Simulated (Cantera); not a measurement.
What does this Cantera script print?

```python
import numpy as np
import cantera as ct

gas_names = """
    H H2 N NH NH2 NH3 N2 N2H2 N2H4 Si SiH SiH2 SiH3 SiH4 SiN Si2 Si2N Si3
""".split()
cond_names = """
    Si(cr) Si(L) Si3N4(a)
""".split()


# ... load() reads the species with a 1 bar reference pressure and builds the phases ...
atoms = {
    'Si3N4': {'Si': 3, 'N': 4},
    'H2': {'H': 2},
    'N2': {'N': 2},
}
top_T = {'Si3N4(a)': 2400}  # K; cautious upper limits of use, not melting points


# ... equilibrate(T, P, feed) seeds the gas with the atoms and calls Mixture.equilibrate('TP', solver="vcs", rtol=1e-11, max_steps=5000) ...
results = []
feed = {'Si3N4': 1, 'H2': 1.3, 'N2': 0.68}  # mol
P = 2200  # Pa
for T in [1525, 1575, 1625, 1675, 1725, 1775, 1825]:
    mix = equilibrate(T, P, feed)
    results.append((T, P, feed, dict(zip(mix.species_names, mix.species_moles))))
    x = sorted(zip(gas.X, gas.species_names), reverse=True)
    print(f"T = {T:g} K  P = {P:g} Pa  gas = {mix.phase_moles(0):.4g} mol")
    print("   x: " + "  ".join(f"{s} {v:.3e}" for v, s in x if v > 1e-05))
    print("   condensed (mol): " + ("  ".join(f"{mix.phase(i).name} {mix.phase_moles(i):.4g}"
          for i in range(1, mix.n_phases) if mix.phase_moles(i) > 1e-12) or "none"))
```

Result:

```
T = 1525 K  P = 2200 Pa  gas = 1.98 mol
   x: H2 6.565e-01  N2 3.434e-01  H 1.292e-04
   condensed (mol): Si3N4(a) 1
T = 1575 K  P = 2200 Pa  gas = 1.98 mol
   x: H2 6.564e-01  N2 3.434e-01  H 2.270e-04
   condensed (mol): Si3N4(a) 1
T = 1625 K  P = 2200 Pa  gas = 1.98 mol
   x: H2 6.562e-01  N2 3.434e-01  H 3.853e-04
   condensed (mol): Si3N4(a) 1
T = 1675 K  P = 2200 Pa  gas = 1.981 mol
   x: H2 6.560e-01  N2 3.433e-01  H 6.340e-04
   condensed (mol): Si3N4(a) 1
T = 1725 K  P = 2200 Pa  gas = 1.981 mol
   x: H2 6.557e-01  N2 3.433e-01  H 1.014e-03  Si 2.180e-05
   condensed (mol): Si3N4(a) 1
T = 1775 K  P = 2200 Pa  gas = 1.982 mol
   x: H2 6.551e-01  N2 3.432e-01  H 1.579e-03  Si 8.389e-05  SiH2 1.379e-05  SiH 1.236e-05
   condensed (mol): Si3N4(a) 0.9999
T = 1825 K  P = 2200 Pa  gas = 3.246 mol
   x: N2 5.984e-01  H2 3.995e-01  H 1.877e-03  Si 2.067e-04  SiH 2.059e-05  Si2N 1.528e-05  SiH2 1.422e-05
   condensed (mol): Si(L) 1.893  Si3N4(a) 0.3687
```

These are equilibrium values from Cantera (NASA tables, ideal gas, pure condensed phases), not measurements of a reactor. Mutual solubility and eutectic melting of coexisting phases are not modelled. Gases not in the tables: Si2H6 and higher silanes.
